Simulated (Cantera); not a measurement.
A closed system holds: 1 mol (CH3)2SiCl2, 0.38 mol C2H2, 4.2 mol H2, held at 1025 K.

Equilibrium computed with Cantera from the NASA thermochemical tables; the gas is ideal and each condensed phase is pure. Candidate condensed phases: C, C6H6, C7H8, C8H18, Si, SiC; 109 gas species. The feed counts by its element totals alone. The tables' values for SiCl3 are old estimates; treat these amounts as uncertain. Rates play no part.

x: gas mole fraction; n: condensed amount in mol.

```json
[
 {"P (Pa)": "100", "x H2": "0.778", "x HCl": "0.218", "x CH4": "4.44e-5", "x SiCl4": "0.00371", "x SiHCl3": "[?]", "x SiCl3": "9.70e-5", "n C(graphite)": "1.79", "n SiC(s)": "0.966"},
 {"P (Pa)": "270", "x H2": "0.788", "x HCl": "0.204", "x CH4": "0.000123", "x SiCl4": "0.00743", "x SiHCl3": "[?]", "x SiCl3": "0.000127", "n C(graphite)": "1.83", "n SiC(s)": "0.933"},
 {"P (Pa)": "720", "x H2": "0.803", "x HCl": "0.184", "x CH4": "0.000341", "x SiCl4": "0.0126", "x SiHCl3": "[?]", "x SiCl3": "0.000148", "n C(graphite)": "1.87", "n SiC(s)": "0.888"},
 {"P (Pa)": "1900", "x H2": "0.819", "x HCl": "0.161", "x CH4": "0.000936", "x SiCl4": "0.0186", "x SiHCl3": "[?]", "x SiCl3": "0.000155", "n C(graphite)": "1.92", "n SiC(s)": "0.835"},
 {"P (Pa)": "5200", "x H2": "0.835", "x HCl": "0.136", "x CH4": "0.00267", "x SiCl4": "0.0249", "x SiHCl3": "[?]", "x SiCl3": "0.000151", "n C(graphite)": "1.96", "n SiC(s)": "0.780"},
 {"P (Pa)": "14000", "x H2": "0.847", "x HCl": "0.113", "x CH4": "0.00738", "x SiCl4": "0.0309", "x SiHCl3": "[?]", "x SiCl3": "0.000138", "n C(graphite)": "1.97", "n SiC(s)": "0.728"},
 {"P (Pa)": "37000", "x H2": "0.849", "x HCl": "0.0921", "x CH4": "0.0196", "x SiCl4": "0.0364", "x SiHCl3": "[?]", "x SiCl3": "0.000123", "n C(graphite)": "1.92", "n SiC(s)": "0.680"},
 {"P (Pa)": "100000", "x H2": "0.829", "x HCl": "0.0737", "x CH4": "0.0505", "x SiCl4": "0.0423", "x SiHCl3": "[?]", "x SiCl3": "0.000107", "n C(graphite)": "1.73", "n SiC(s)": "0.636"}
]
```

Task: What belongs in the gaps?

Result: 
- 100, x SiHCl3: 0.000114
- 270, x SiHCl3: 0.000247
- 720, x SiHCl3: 0.000473
- 1900, x SiHCl3: 0.000814
- 5200, x SiHCl3: 0.00132
- 14000, x SiHCl3: 0.00200
- 37000, x SiHCl3: 0.00289
- 100000, x SiHCl3: 0.00409
